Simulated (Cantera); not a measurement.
A diamond (100) surface in a fixed gas of H2 with x(CH4) = 0.0057, x(H) = 0.0067, x(CH3) = 5.4e-05, 1400 Pa; coverages are run to steady state.

Cantera simulation using the Harris–Goodwin 1993 mechanism for the reconstructed diamond (100) surface; the numbers are that mechanism's predictions, not measurements.

One state of this run: growth (µm/h) = 0.122; θ c6HH = 0.359; θ c6H* = 0.0543; θ c6*H = 0.535; θ c6** = 0.0516; θ c6HM = 1.34e-5. θ: site fractions in the mechanism's names (c6HH fully hydrogenated, c6H* and c6*H radical sites, c6** diradical, c6HM methylated).

**Question.** Which value of T (K) does it belong to?
(A) 900
(B) 1150
(C) 1250
(D) 1350

**Answer.** D, 1350
